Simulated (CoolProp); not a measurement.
Methane along the isobar 2.53 MPa: fugacity coefficient from the reference equation and from simpler models built on Tc = 190.6 K, pc = 4.599 MPa, ω = 0.011; each cubic takes its own stable root.

The numbers come from the reference Helmholtz-energy equation of state, Setzmann 1991 in CoolProp.

```
T (K)   phase  reference
-----  ------  ---------
133.4  liquid     0.1739
149.9  liquid     0.3667
166.4  liquid     0.6407
182.9     gas     0.7962
199.3     gas     0.8430
215.8     gas     0.8768
232.3     gas     0.9019
248.8     gas     0.9211
265.2     gas     0.9361
281.7     gas     0.9480
298.2     gas     0.9576
314.6     gas     0.9653
331.1     gas     0.9717
347.6     gas     0.9770
```

Problem. How far does each simpler model (van der Waals, Redlich-Kwong, Soave-Redlich-Kwong, Peng-Robinson) lie from the reference over these 14 states: mean and median of the absolute difference, and the worst?

Solution. 
- van der Waals: mean 12.7 %, median 0.8 %, worst +97.2 % at 133.4 K and 2.53 MPa
- Redlich-Kwong: mean 1.0 %, median 0.3 %, worst -8.9 % at 133.4 K and 2.53 MPa
- Soave-Redlich-Kwong: mean 0.4 %, median 0.2 %, worst +1.4 % at 149.9 K and 2.53 MPa
- Peng-Robinson: mean 1.3 %, median 1.3 %, worst -2.3 % at 182.9 K and 2.53 MPa

At some of these states van der Waals gives the other phase, because its saturation line lies elsewhere.
